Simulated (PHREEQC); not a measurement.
Dissolve 0.014 mol Al2(SO4)3, 0.001 mol CuCl2, 3e-05 mol HCl and 0.18 mol NaCl per kg of water at 25 °C. Closed to the air; pH follows from the charge balance.

The numbers come from PHREEQC with the ion-association model, phreeqc.dat.

Each row changes one thing in this solution. Precipitation was switched off in this run.

```
case                                  pH  ionic strength (mol/kgw)  AlSO4+ (mol/kgw)  SO4-2 (mol/kgw)  Al+3 (mol/kgw)  NaSO4- (mol/kgw)  SI of Gibbsite (Al(OH)3)  SI of Halite (NaCl)
----------------------------------  ----  ------------------------  ----------------  ---------------  --------------  ----------------  ------------------------  -------------------
as made                             3.84                     0.261            0.0175           0.0159         0.00800           0.00375                     +0.37                -3.35
0.0024 mol/kgw TMAH added           4.78                     0.263            0.0164           0.0168         0.00717           0.00395                     +3.15                -3.36
HCl from 3e-05 to 3.3e-05 mol/kgw   3.84                     0.261            0.0175           0.0159         0.00800           0.00375                     +0.37                -3.35
CuCl2 from 0.001 to 0.0001 mol/kgw  3.84                     0.258            0.0175           0.0159         0.00794           0.00377                     +0.38                -3.36
NaCl from 0.18 to 0.036 mol/kgw     3.92                     0.102            0.0195           0.0146         0.00502          0.000944                     +0.58                -4.67
diluted 5-fold with water           4.05                    0.0559           0.00333          0.00428         0.00195          0.000340                     +0.69                -4.64
temperature from 25 to 40 °C        3.68                     0.258            0.0178           0.0153         0.00748           0.00384                     +0.63                -3.37
```

Complexes and solids missing from the database can't appear. Some of these states are supersaturated (in Gibbsite (slow to form), Al(OH)3(a), for instance). (CH3)4N+ isn't in the database: it is added as a free cation with an ion size of 4 Å. At this temperature some constants are extrapolated from 25 °C, and those without enthalpy data are left unchanged.
